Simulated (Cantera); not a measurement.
A Cantera script and its output.

```python
import numpy as np
import cantera as ct

gas = ct.Solution("gri30.yaml")
gas.TPX = 1075, 440, {'C2H6': 1, 'N2': 2.8}
inlet = ct.Reservoir(gas, clone=True)

reactor = ct.IdealGasConstPressureReactor(gas, energy="off", clone=False)
exhaust = ct.Reservoir(gas, clone=True)
tau = [0.34, 0.16, 0.079, 0.038, 0.018, 0.0087, 0.0042, 0.002, 0.00097, 0.00046, 0.00022][0]
for a, b in ((inlet, reactor), (reactor, exhaust)):
    ct.MassFlowController(a, b, mdot=lambda t: reactor.mass / tau)
net = ct.ReactorNet([reactor])
show = ['C2H6', 'CH3', 'H2', 'C2H4', 'C2H2']

rows = []
print(f"{'tau/s':>10s}{'T/K':>9s}" + "".join(f"{s:>11s}" for s in show))
for tau in [0.34, 0.16, 0.079, 0.038, 0.018, 0.0087, 0.0042, 0.002, 0.00097, 0.00046, 0.00022]:
    net.initial_time = 0.0
    net.advance(30 * tau)
    before = gas.X
    net.advance(40 * tau)
    drift = np.max(np.abs(gas.X - before) / (gas.X + 1e-9))
    rows.append([gas.T, *gas[show].X, drift])
    print(f"{tau:10.3e}{gas.T:9.1f}" + "".join(f"{x:11.3e}" for x in gas[show].X))
```

Result:

```
     tau/s      T/K       C2H6        CH3         H2       C2H4       C2H2
 3.400e-01   1075.0  2.478e-01  3.364e-05  1.087e-02  1.133e-02  6.331e-05
 1.600e-01   1075.0  2.572e-01  2.510e-05  4.260e-03  4.421e-03  9.871e-06
 7.900e-02   1075.0  2.611e-01  1.553e-05  1.447e-03  1.486e-03  1.106e-06
 3.800e-02   1075.0  2.626e-01  9.197e-06  3.701e-04  3.757e-04  7.200e-08
 1.800e-02   1075.0  2.630e-01  6.338e-06  7.485e-05  7.547e-05  3.231e-09
 8.700e-03   1075.0  2.631e-01  4.516e-06  1.333e-05  1.342e-05  1.244e-10
 4.200e-03   1075.0  2.632e-01  2.918e-06  2.028e-06  2.048e-06  3.767e-12
 2.000e-03   1075.0  2.632e-01  1.670e-06  2.615e-07  2.666e-07  8.795e-14
 9.700e-04   1075.0  2.632e-01  8.949e-07  3.236e-08  3.363e-08  2.209e-15
 4.600e-04   1075.0  2.632e-01  4.475e-07  3.509e-09  3.788e-09  6.355e-17
 2.200e-04   1075.0  2.632e-01  2.197e-07  3.707e-10  4.265e-10  2.641e-18
```

Cantera simulation using GRI-Mech 3.0 (53 species, 325 reactions); the numbers are that mechanism's predictions, not measurements. GRI-Mech 3.0 stops at C3 and has no aromatics, soot or wall deposition, so with more carbon than oxygen in the feed, carbon stays in small species such as C2H2 where larger ones or solid carbon would form. Radical loss at walls, strong at low pressure, is not modelled.
